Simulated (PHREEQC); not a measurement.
**Reverse-osmosis permeate: an equilibrium model**

Synthetic water in mg/L, 35 °C, pH 6.59, pe 8.9:

```json
[
 {"constituent": "Na", "mg/L": "0.0708"},
 {"constituent": "K", "mg/L": "0.0931"},
 {"constituent": "Ca", "mg/L": "4.6"},
 {"constituent": "Mg", "mg/L": "0.0189"},
 {"constituent": "Cl", "mg/L": "1.14"},
 {"constituent": "S(6) as SO4", "mg/L": "2.76"},
 {"constituent": "Alkalinity as HCO3", "mg/L": "8.74"},
 {"constituent": "Si as SiO2", "mg/L": "0.00624"},
 {"constituent": "B", "mg/L": "0.00413"}
]
```

Valence states are taken as typed.

Model: ion-association model, wateq4f.dat, run in PHREEQC.

```json
{
  "ionic_strength": "0.000376 mol/kgw",
  "charge_balance_error": "0.8 %"
}
```

```json
[
 {"species": "HCO3-", "molality": "0.000143", "activity": "0.000140", "log γ": "-0.010"},
 {"species": "Ca+2", "molality": "0.000114", "activity": "0.000104", "log γ": "-0.039"},
 {"species": "CO2", "molality": "7.35e-5", "activity": "7.35e-5", "log γ": "0.000"},
 {"species": "Cl-", "molality": "3.22e-5", "activity": "3.14e-5", "log γ": "-0.010"},
 {"species": "SO4-2", "molality": "2.81e-5", "activity": "2.57e-5", "log γ": "-0.039"},
 {"species": "Na+", "molality": "3.08e-6", "activity": "3.01e-6", "log γ": "-0.010"},
 {"species": "K+", "molality": "2.38e-6", "activity": "2.33e-6", "log γ": "-0.010"},
 {"species": "Mg+2", "molality": "7.71e-7", "activity": "7.05e-7", "log γ": "-0.039"},
 {"species": "CaSO4", "molality": "5.85e-7", "activity": "5.85e-7", "log γ": "0.000"},
 {"species": "H3BO3", "molality": "3.81e-7", "activity": "3.81e-7", "log γ": "0.000"}
]
```

No solid was allowed to form.
